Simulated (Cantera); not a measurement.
## Thermodynamics of chemical vapour transport, feed Al₂O₃ + Cl₂

Feed: 1 mol Al₂O₃, 0.019 mol Cl₂, at 0.720 bar.

These are equilibrium values from Cantera (NASA tables, ideal gas, pure condensed phases), not measurements of a reactor. Candidate condensed phases: Al, AlCl₃, Al₂O₃; 17 gas species. Kinetics and transport are ignored.

```tsv
T (°C)	log p Cl₂	log p Cl	log p AlCl₃	log p O₂	log p ClO	n Al₂O₃(s)
975	-0.15	-2.19	-2.99	-3.12	-5.19	1.000
1000	-0.15	-2.09	-2.88	-3.00	-5.05	1.000
1025	-0.15	-1.99	-2.77	-2.89	-4.92	1.000
1050	-0.15	-1.90	-2.66	-2.79	-4.79	1.000
1075	-0.16	-1.80	-2.56	-2.69	-4.67	1.000
1100	-0.16	-1.72	-2.47	-2.59	-4.55	1.000
1125	-0.16	-1.63	-2.37	-2.50	-4.43	1.000
1150	-0.17	-1.55	-2.29	-2.41	-4.32	1.000
1175	-0.17	-1.48	-2.20	-2.33	-4.22	1.000
1200	-0.18	-1.40	-2.12	-2.25	-4.12	1.000
```
log p: log10 of the partial pressure in bar; n: condensed amount in mol.

From 975 °C to 1200 °C the condensed part is Al₂O₃(s). The main Al-bearing gas is AlCl₃ throughout.
